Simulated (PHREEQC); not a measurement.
Make-up at 25 °C: 43 mmol/kgw TMAH, 0.14 mmol/kgw H4SiO4 and 1.8 mmol/kgw Na2CO3. Closed to the air; pH follows from the charge balance.

The numbers come from PHREEQC with the ion-association model, phreeqc.dat.

Each row changes one thing in this solution. Precipitation was switched off in this run.

```csv
case,pH,ionic strength (mol/kgw),CO3-2 (mol/kgw),NaCO3- (mol/kgw),HCO3- (mol/kgw),NaHCO3 (mol/kgw)
as made,12.54,0.0483,0.00174,5.48e-5,6.16e-6,8.34e-9
TMAH from 0.043 to 0.0043 mol/kgw,11.58,0.00949,0.00166,7.37e-5,6.99e-5,1.14e-7
diluted 10-fold with water,11.60,0.00483,0.000172,8.59e-7,7.48e-6,1.30e-9
H4SiO4 left out,12.54,0.0483,0.00174,5.49e-5,6.13e-6,8.30e-9
H4SiO4 replaced by Na2SiF6 at the same molality,12.53,0.0486,0.00173,5.89e-5,6.22e-6,9.07e-9
```

(CH3)4N+ isn't in the database: it is added as a free cation with an ion size of 4 Å. SiF6-2 is the database's only silicon fluoride.
